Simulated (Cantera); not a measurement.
## NO annealing gas

An isothermal, constant-pressure homogeneous reactor starts with 15.2 % NO, 84.8 % N2, at 2025 K and 10.00 Torr.

Model: GRI-Mech 3.0 (53 species, 325 reactions), integrated in Cantera. Radical loss at walls, strong at low pressure, is not modelled.

| t (s) | x NO | x N2 | x O | x NO2 | x N2O | x O2 |
|---|---|---|---|---|---|---|
| 0.000700 | 0.152 | 0.848 | 3.02e-7 | 2.20e-10 | 2.94e-7 | 3.65e-10 |
| 0.00198 | 0.152 | 0.848 | 8.71e-7 | 1.60e-9 | 8.09e-7 | 2.94e-9 |
| 0.00558 | 0.152 | 0.848 | 2.60e-6 | 1.04e-8 | 2.13e-6 | 2.44e-8 |
| 0.0158 | 0.152 | 0.848 | 8.34e-6 | 5.38e-8 | 5.01e-6 | 2.15e-7 |
| 0.0445 | 0.151 | 0.848 | 2.85e-5 | 2.22e-7 | 8.96e-6 | 2.06e-6 |
| 0.126 | 0.151 | 0.849 | 9.25e-5 | 7.25e-7 | 1.06e-5 | 2.01e-5 |
| 0.355 | 0.151 | 0.849 | 0.000245 | 1.71e-6 | 9.98e-6 | 0.000174 |
| 1.00 | 0.149 | 0.850 | 0.000450 | 2.88e-6 | 9.03e-6 | 0.00113 |
| 2.83 | 0.141 | 0.854 | 0.000649 | 4.37e-6 | 7.59e-6 | 0.00503 |
| 8.00 | 0.113 | 0.867 | 0.00104 | 6.37e-6 | 4.38e-6 | 0.0187 |
x: mole fraction; the columns are a selection and need not sum to one.

Equilibrium at this temperature and pressure: NO 0.00521, N2 0.921, O 0.00189, NO2 5.83e-7, N2O 3.65e-8, O2 0.0721 (gas phase only).
